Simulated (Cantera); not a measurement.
What does this Cantera script print?

```python
import numpy as np
import cantera as ct

gas_names = """
    Electron C C+ C- CH CH+ CH2 CH3 CH2OH CH3O CH4 CH3OH CO CO+ CO2 CO2+ COOH C2 C2+ C2- C2H CHCO,ketyl
    C2H2,acetylene C2H2,vinylidene CH2CO,ketene C2H3,vinyl CH3CO,acetyl C2H4 C2H4O,ethylen
    CH3CHO,ethanal CH3COOH (HCOOH)2 C2H5 C2H6 CH3OCH3 C2H5OH C2O C3 C3H3,propargyl C3H4,allene
    C3H4,propyne C3H4,cyclo- C3H5,allyl C3H6,propylene C3H6,cyclo- C3H6O C3H7,n-propyl C3H7,i-propyl
    C3H8 C3H8O,1propanol C3H8O,2propanol C3O2 C4 C4H2 C4H4,1,3-cyclo- C4H6,butadiene C4H6,2-butyne
    C4H6,cyclo- C4H8,1-butene C4H8,cis2-buten C4H8,tr2-butene C4H8,isobutene C4H8,cyclo- (CH3COOH)2
    C4H9,n-butyl C4H9,i-butyl C4H9,s-butyl C4H9,t-butyl C4H10,isobutane C4H10,n-butane C5 C5H6,1,3cyclo-
    C5H8,cyclo- C5H10,1-pentene C5H10,cyclo- C5H11,pentyl C5H11,t-pentyl C5H12,n-pentane C5H12,i-pentane
    CH3C(CH3)2CH3 C6H2 C6H5,phenyl C6H5O,phenoxy C6H6 C6H5OH,phenol C6H10,cyclo- C6H12,1-hexene
    C6H12,cyclo- C6H13,n-hexyl C7H7,benzyl C7H8 C7H8O,cresol C7H14,1-heptene C7H15,n-heptyl
    C7H16,n-heptane C8H8,styrene C8H10,ethylbenz C8H16,1-octene C8H17,n-octyl C8H18,isooctane
    C8H18,n-octane C9H19,n-nonyl C10H8,naphthale C10H21,n-decyl C12H9,o-bipheny C12H10,bipheny H H+ H-
    HCO HCO+ HO2 H2 H2+ H2- HCHO,formaldehy HCOOH H2O H2O+ H2O2 H3O+ O O+ O- OH OH+ OH- O2 O2+ O2- O3
""".split()
cond_names = """
    C(gr) C6H6(L) C7H8(L) C8H18(L),n-octa H2O(s) H2O(L)
""".split()


def load(file, names, dense=False):
    # The tables refer to 1 bar. Condensed volumes are neglected.
    table = {s.name: s for s in ct.Species.list_from_file(file)}
    out = []
    for n in names:
        d = dict(table[n].input_data)
        d["thermo"] = dict(d["thermo"], **{"reference-pressure": 1e5})
        if dense:
            d["equation-of-state"] = {"model": "constant-volume", "density": "1e6 g/cm^3"}
        out.append(ct.Species.from_dict(d))
    return out


gas = ct.Solution(thermo="ideal-gas", species=load("nasa_gas.yaml", gas_names))
cond = {s.name: ct.Solution(thermo="fixed-stoichiometry", species=[s], name=s.name)
        for s in load("nasa_condensed.yaml", cond_names, dense=True)}
atoms = {
    'C2H6': {'C': 2, 'H': 6},
    'H2O': {'H': 2, 'O': 1},
}
top_T = {'C(gr)': 4500}  # K; cautious upper limits of use, not melting points


def equilibrate(T, P, feed):
    n = {}
    for name, mol in feed.items():
        for a, k in atoms[name].items():
            n[a] = n.get(a, 0.0) + k * mol
    gas.TPX = T, P, n
    mass = sum(n.values()) * gas.mean_molecular_weight
    gas.equilibrate("TP")
    valid = [c for c in cond.values() if c.min_temp <= T <= top_T.get(c.name, c.max_temp)]
    mix = ct.Mixture([(gas, mass / gas.mean_molecular_weight)] + [(c, 0.0) for c in valid])
    mix.T, mix.P = T, P
    mix.equilibrate("TP", solver="vcs", rtol=1e-11, max_steps=5000)
    return mix


results = []
feed = {'C2H6': 1, 'H2O': 2.7}  # mol
P = 10000  # Pa
for T in [2000, 2250, 2500, 2750, 3000, 3250, 3500, 3750, 4000, 4250, 4500, 4750, 5000]:
    mix = equilibrate(T, P, feed)
    results.append((T, P, feed, dict(zip(mix.species_names, mix.species_moles))))

top = {s: max(r[3][s] / sum(r[3][g] for g in gas_names) for r in results) for s in gas_names}
cols = sorted((s for s in top if top[s] > 0.0001), key=lambda s: -top[s])[:5]
seen = [c for c in cond_names if any(r[3].get(c, 0) > 1e-12 for r in results)]
print("log10 of partial pressures in bar; condensed amounts in mol")
print(f"{'T/K':>10s}" + "".join(f"{s[:9]:>10s}" for s in cols + seen))
for T, P, feed, n in results:
    ng = sum(n[g] for g in gas_names)
    print(f"{T:10.4g}" + "".join(f"{np.log10(max(n[s] / ng * P / 1e5, 1e-99)):10.3f}" for s in cols)
          + "".join(f"{n.get(c, 0):10.4g}" for c in seen))
```

It prints:

```
log10 of partial pressures in bar; condensed amounts in mol
       T/K         H        H2        CO       H2O         O
      2000    -3.381    -1.185    -1.598    -2.078    -7.607
      2250    -2.726    -1.194    -1.600    -2.078    -6.127
      2500    -2.209    -1.219    -1.609    -2.092    -4.938
      2750    -1.804    -1.279    -1.631    -2.144    -3.964
      3000    -1.502    -1.400    -1.674    -2.292    -3.186
      3250    -1.297    -1.607    -1.735    -2.657    -2.663
      3500    -1.182    -1.907    -1.791    -3.300    -2.423
      3750    -1.129    -2.261    -1.822    -4.083    -2.344
      4000    -1.108    -2.621    -1.837    -4.862    -2.319
      4250    -1.100    -2.960    -1.843    -5.583    -2.311
      4500    -1.096    -3.269    -1.846    -6.237    -2.306
      4750    -1.094    -3.550    -1.849    -6.823    -2.300
      5000    -1.095    -3.806    -1.857    -7.342    -2.282
```

These are equilibrium values from Cantera (NASA tables, ideal gas, pure condensed phases), not measurements of a reactor.
